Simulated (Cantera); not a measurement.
Input: 1 mol V, 0.67 mol O2, 38 mol N2, 11 mol H2O, held at 16.0 mbar.

Method: chemical equilibrium by Gibbs-energy minimisation in Cantera with the NASA 1993 tables (ideal gas, pure condensed phases). Candidate condensed phases: H2O, V, VN, VO, V2O3, V2O4, V2O5; 28 gas species. Condensed phases not in the tables: the oxides between V2O3 and V2O5 other than VO2. Kinetics and transport are ignored.

At 1848 K, list the 6 most abundant gas species with their mole fractions, and the condensed phases.

N2 0.772, H2O 0.217, H2 0.00626, VO2 0.00288, OH 0.000845, O2 0.000520. Condensed: V2O3(s).
